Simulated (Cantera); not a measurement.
A freely propagating, adiabatic, planar premixed flame of H₂ : O₂ : N₂ : H₂O = 1 : 0.2 : 0.752 : 0.18 (molar parts), equivalence ratio 2.5, unburnt at 525 K and 623 Torr; mixture-averaged transport, grid criteria slope 0.08 and curve 0.16, no radiation.

Cantera simulation using the H2/O2 subset of GRI-Mech 3.0, which has no nitrogen chemistry; the numbers are that mechanism's predictions, not measurements. Burning velocities carry a grid error of a few per cent, more on coarse grids.

### Question
Predict: laminar burning velocity; thermal thickness; peak x(HO₂); peak x(OH); peak x(H₂O₂).

### Answer
| Property | Result |
|---|---|
| laminar burning velocity | 561 cm/s |
| thermal thickness | 0.518 mm |
| peak x(HO₂) | 0.000327 |
| peak x(OH) | 0.00205 |
| peak x(H₂O₂) | 1.85e-5 |
